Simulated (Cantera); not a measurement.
# TiCl4 + H2O (titanium nitride, carbide and oxide coatings)

Input: 1 mol TiCl4, a varied amount of H2O, at 900 °C and 0.133 bar.

Equilibrium computed with Cantera from the NASA thermochemical tables; the gas is ideal and each condensed phase is pure. Candidate condensed phases: H2O, Ti, TiCl2, TiCl3, TiCl4, TiO, TiO2, Ti2O3, Ti3O5, Ti4O7; 23 gas species. Condensed phases not in the tables: TiOCl. Gases not in the tables: TiO(OH)2. The numbers say what is thermodynamically allowed, not how fast it happens.

From 0.18 mol H2O to 10 mol H2O the condensed part is TiO2(rutile).

```tsv
n(H2O) (mol)	x HCl	x TiCl4	x H2O	x TiCl3	x Cl	n TiO2(rutile)
0.18	0.283	0.716	1.45e-5	0.000160	6.72e-5	0.0900
0.34	0.450	0.550	4.19e-5	0.000134	6.17e-5	0.170
0.68	0.673	0.327	0.000121	9.07e-5	5.40e-5	0.340
1.3	0.881	0.119	0.000345	3.78e-5	4.71e-5	0.649
2.6	0.869	7.90e-7	0.130	2.94e-10	4.03e-5	1.000
5.1	0.563	1.24e-8	0.437	5.97e-12	3.12e-5	1.00
10	0.333	6.53e-10	0.667	<1e-12	2.24e-5	1.00
```
x: gas mole fraction; n: condensed amount in mol.
